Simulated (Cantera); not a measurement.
Charge: 1 mol Si, 0.0018 mol O₂, 38 mol N₂, held at 1100 K and 825 Torr.

These are equilibrium values from Cantera (NASA tables, ideal gas, pure condensed phases), not measurements of a reactor. Candidate condensed phases: Si, SiO₂, Si₂N₂O, Si₃N₄; 16 gas species. N₂ is the only nitrogen source here; it is nearly inert below about 1500 K, so the nitride shown seldom forms there in practice. Mutual solubility and eutectic melting of coexisting phases are not modelled. Equilibrium is a limit: real reactors are often held back by kinetics, nucleation or transport.

**Question.** What is the equilibrium state?

**Answer.** 
| Property | Value |
|---|---|
| x(N₂) | 1.00 |
| n(Si₂N₂O(s)) | 0.00360 mol |
| n(Si₃N₄(s)) | 0.331 mol |
| gas amount | 37.33 mol |
| log10 activity of Si(s) (absent) | -6.04 |
